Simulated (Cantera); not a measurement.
Feed: 1 mol ZrN, 1.5 mol H2, at 1625 K and 5.90 mbar.

These are equilibrium values from Cantera (NASA tables, ideal gas, pure condensed phases), not measurements of a reactor. Candidate condensed phases: Zr, ZrN; 11 gas species. ZrN: taken at fixed stoichiometry. Rates play no part.

Task: What is the equilibrium state?

Result: 
```
Property                             Result
--------------------------------  ---------
x(H2)                                 0.999
x(H)                               0.000918
n(ZrN(s))                          1.00 mol
gas amount                        1.501 mol
log10 activity of Zr(β) (absent)      -0.43
```
